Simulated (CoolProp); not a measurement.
A single-stage vapour-compression cycle with the fluid: evaporating at 309.15 K (dew point), condensing at 338.15 K (bubble point), superheat 2 K, subcooling 8 K, compressor efficiency 0.9, no pressure losses. The same conditions are run with several fluids, on thermodynamics alone (safety and materials aside).

Values from CoolProp's reference Helmholtz-energy equation of state of each fluid (the fluoroketone C6F12O (FK-5-1-12): McLinden 2015; R236FA: Pan 2012; n-perfluorohexane: Gao 2022; R1224YDZ: Akasaka 2023; R227EA: Lemmon 2016; dimethyl ether: Wu 2011).

```csv
fluid,cooling COP,pressure ratio,discharge temperature (K),refrigerating effect (kJ/kg),volumetric capacity (kJ/m³)
the fluoroketone C6F12O (FK-5-1-12),8.55,2.72,338.1,70.0,563
R236FA,8.60,2.24,338.2,114,2920
n-perfluorohexane,8.59,2.82,338.1,69.2,436
R1224YDZ,8.89,2.34,338.1,135,1810
R227EA,8.11,2.11,338.1,80.6,4000
dimethyl ether,8.70,2.02,347.1,333,5520
```

The compression ends wet for: the fluoroketone C6F12O (FK-5-1-12); R236FA; n-perfluorohexane; R1224YDZ; R227EA.
